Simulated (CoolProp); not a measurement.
Vapour-liquid equilibrium of R22 (1) + R114 (2) at 7.14 bar; x and y are mole fractions of (1).

Model: multi-fluid Helmholtz-energy mixture model, Kamei 1995 and Platzer 1990; pair parameters Bell 2016, in CoolProp. This equation is an older, rougher fit; its heat capacities, sound speeds and derivatives of the liquid may be far off and weren't checked against measurements.

```json
[
 {"x": "0.05", "bubble temperature, mixture model (K)": "333.5", "bubble temperature, Raoult's law (K)": "335.6", "y, mixture model": "[?]", "y, Raoult's law": "0.179"},
 {"x": "0.15", "bubble temperature, mixture model (K)": "[?]", "bubble temperature, Raoult's law (K)": "325.6", "y, mixture model": "[?]", "y, Raoult's law": "0.432"},
 {"x": "0.25", "bubble temperature, mixture model (K)": "312.9", "bubble temperature, Raoult's law (K)": "317.6", "y, mixture model": "0.589", "y, Raoult's law": "0.597"},
 {"x": "0.35", "bubble temperature, mixture model (K)": "[?]", "bubble temperature, Raoult's law (K)": "310.9", "y, mixture model": "0.685", "y, Raoult's law": "0.711"},
 {"x": "0.45", "bubble temperature, mixture model (K)": "302.1", "bubble temperature, Raoult's law (K)": "305.3", "y, mixture model": "0.755", "y, Raoult's law": "0.794"},
 {"x": "0.55", "bubble temperature, mixture model (K)": "298.2", "bubble temperature, Raoult's law (K)": "300.4", "y, mixture model": "0.811", "y, Raoult's law": "0.855"},
 {"x": "0.65", "bubble temperature, mixture model (K)": "[?]", "bubble temperature, Raoult's law (K)": "296.2", "y, mixture model": "[?]", "y, Raoult's law": "0.901"},
 {"x": "0.75", "bubble temperature, mixture model (K)": "291.6", "bubble temperature, Raoult's law (K)": "292.5", "y, mixture model": "[?]", "y, Raoult's law": "0.938"},
 {"x": "0.85", "bubble temperature, mixture model (K)": "288.7", "bubble temperature, Raoult's law (K)": "289.1", "y, mixture model": "0.944", "y, Raoult's law": "0.967"},
 {"x": "0.95", "bubble temperature, mixture model (K)": "286.0", "bubble temperature, Raoult's law (K)": "286.1", "y, mixture model": "0.982", "y, Raoult's law": "0.990"}
]
```

Q: Some entries are withheld; supply them.

A: 
- 0.05, y, mixture model: 0.192
- 0.15, bubble temperature, mixture model (K): 321.3
- 0.15, y, mixture model: 0.442
- 0.35, bubble temperature, mixture model (K): 306.9
- 0.65, bubble temperature, mixture model (K): 294.7
- 0.65, y, mixture model: 0.860
- 0.75, y, mixture model: 0.903

The largest gap from Raoult's law is -4.7 K in bubble temperature, at x = 0.25. No azeotrope shows between x = 0.05 and 0.95.

The pair parameters rest on a limited set of measurements; away from them the model extrapolates.
